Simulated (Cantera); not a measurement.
Input: 1 mol Si3N4, 0.87 mol N2O, 1000 mol H2, equilibrated at 4.80 mbar.

Method: chemical equilibrium by Gibbs-energy minimisation in Cantera with the NASA 1993 tables (ideal gas, pure condensed phases). Candidate condensed phases: H2O, Si, SiO2, Si2N2O, Si3N4; 35 gas species. Mutual solubility and eutectic melting of coexisting phases are not modelled. The numbers say what is thermodynamically allowed, not how fast it happens.

log p: log10 of the partial pressure in bar; n: condensed amount in mol.

```
T (K)  log p H2  log p N2  log p H  log p SiO  log p Si  log p SiH2  n Si2N2O(s)  n Si3N4(s)  n Si(s)
-----  --------  --------  -------  ---------  --------  ----------  -----------  ----------  -------
948       -2.32     -5.25   -10.44       <-14      <-14        <-14        0.870       0.420        0
1048      -2.32     -5.25    -9.27       <-14      <-14        <-14        0.870       0.420        0
1148      -2.32     -5.25    -8.30     -11.96      <-14         [?]        0.870       0.420        0
1248      -2.32     -5.25    -7.49      -9.83    -12.22         [?]        0.870       0.420        0
1348      -2.32     -5.25    -6.80      -8.03    -10.07         [?]        0.868       0.421        0
1448      -2.32     -5.00    -6.20      -6.42     -8.53         [?]        0.790           0     1.34
1548      -2.32     -4.86    -5.67      -5.38     -7.50         [?]            0           0     2.12
1648      -2.32     -4.86    -5.21      -5.38     -6.59         [?]            0           0     2.06
```

Question: Some entries are withheld; supply them.

Answer: 
- 1148, log p SiH2: -12.74
- 1248, log p SiH2: -10.95
- 1348, log p SiH2: -9.44
- 1448, log p SiH2: -8.45
- 1548, log p SiH2: -7.89
- 1648, log p SiH2: -7.39
